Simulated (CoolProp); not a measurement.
100 sccm (0 °C, 1 atm) of nitrogen bubbles through liquid toluene at 302.9 K and leaves saturated at a total pressure of 0.0161 MPa (ideal gas phase). Each further row changes one setting.

Computed with CoolProp (reference Helmholtz-energy equation of state, Lemmon 2006). It is a short technical equation, of lower accuracy than the large ones.

| case | vapour pressure (kPa) | mole fraction of vapour | delivery (mg/min) | delivery (sccm) | change of delivery for a bath 1 K warmer (%) |
|---|---|---|---|---|---|
| as stated | 4.83 | 0.300 | (withheld) | 42.9 | (withheld) |
| bath temperature 307.9 K | 6.17 | 0.383 | (withheld) | (withheld) | 8.2 |
| total pressure 0.0322 MPa | 4.83 | 0.150 | (withheld) | (withheld) | (withheld) |

Question: Complete the blanks.

Answer: 
- as stated, delivery (mg/min): 176
- as stated, change of delivery for a bath 1 K warmer (%): 7.4
- bath temperature 307.9 K, delivery (mg/min): 255
- bath temperature 307.9 K, delivery (sccm): 62.1
- total pressure 0.0322 MPa, delivery (mg/min): 72.6
- total pressure 0.0322 MPa, delivery (sccm): 17.7
- total pressure 0.0322 MPa, change of delivery for a bath 1 K warmer (%): 6.0
